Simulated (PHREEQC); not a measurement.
PHREEQC input (ion-association model, phreeqc.dat):

```
SOLUTION 1
  temp 25
  units mol/kgw
  pH 7 charge
END
SELECTED_OUTPUT 1
  -reset false
  -pH true
  -pe true
  -ionic_strength true
  -water true
  -totals Hdg Ntg
  -molalities H+ OH-
USER_PUNCH 1
  -headings p_Hdg(g) phi_Hdg(g) p_Ntg(g) phi_Ntg(g) p_H2O(g) phi_H2O(g) density
  10 PUNCH PR_P("Hdg(g)"), PR_PHI("Hdg(g)"), PR_P("Ntg(g)"), PR_PHI("Ntg(g)"), PR_P("H2O(g)"), PR_PHI("H2O(g)"), RHO
PRINT
  -reset false
USE solution 1
REACTION_TEMPERATURE 1
  80
GAS_PHASE 1
  -fixed_pressure
  -pressure 2
  -temperature 80
  -volume 20
  Hdg(g) 1.22
  Ntg(g) 0.78
  H2O(g) 0
END
# ... the last block is repeated for the other 12 points of P (atm)
```

Selected output (columns that matter, 13 of 13 rows; P (atm) added in front):

```
P (atm)	pH	mu	Hdg	Ntg	m_H+	m_OH-	p_Hdg(g)	phi_Hdg(g)	p_Ntg(g)	phi_Ntg(g)	p_H2O(g)	phi_H2O(g)	density
2	6.2942	5.0839e-07	0.00069509	0.00027221	5.0839e-07	5.0839e-07	0.93379	1.0013	0.5972	1.0012	0.46901	0.98916	0.97181
5	6.2937	5.09e-07	0.0020499	0.00080209	5.09e-07	5.09e-07	2.7609	1.0017	1.7658	1.0007	0.4733	0.98204	0.97192
10	6.2928	5.1001e-07	0.0042955	0.0016783	5.1001e-07	5.1001e-07	5.8062	1.003	3.7136	1.0007	0.48016	0.97105	0.97209
20	6.2911	5.1204e-07	0.008741	0.0034054	5.1204e-07	5.1204e-07	11.897	1.006	7.6093	1.001	0.49388	0.95004	0.97243
30	6.2894	5.1408e-07	0.013127	0.0051001	5.1408e-07	5.1408e-07	17.987	1.0091	11.505	1.0016	0.50769	0.93001	0.97277
40	6.2876	5.1614e-07	0.017454	0.0067636	5.1614e-07	5.1614e-07	24.078	1.0123	15.4	1.0024	0.52161	0.91089	0.97312
50	6.2859	5.1822e-07	0.021723	0.0083972	5.1822e-07	5.1822e-07	30.168	1.0155	19.296	1.0034	0.53564	0.89261	0.97346
75	6.2815	5.2346e-07	0.032154	0.012359	5.2346e-07	5.2346e-07	45.394	1.0238	29.035	1.0065	0.57114	0.85035	0.97432
100	6.2771	5.2878e-07	0.042251	0.016159	5.2878e-07	5.2878e-07	60.62	1.0325	38.773	1.0107	0.60713	0.81253	0.97517
150	6.2683	5.397e-07	0.061504	0.023336	5.397e-07	5.397e-07	91.07	1.0508	58.249	1.0219	0.68018	0.74824	0.97688
200	6.2593	5.5096e-07	0.079593	0.030027	5.5096e-07	5.5096e-07	121.52	1.0703	77.725	1.0365	0.75399	0.69629	0.97858
300	6.2411	5.7453e-07	0.11265	0.042249	5.7453e-07	5.7453e-07	182.42	1.1129	116.68	1.0749	0.90145	0.61953	0.98196
400	6.2226	5.9954e-07	0.14204	0.053259	5.9954e-07	5.9954e-07	243.32	1.1599	155.63	1.1239	1.0458	0.56781	0.98533
```

Constants without temperature data keep their 25 °C values here.
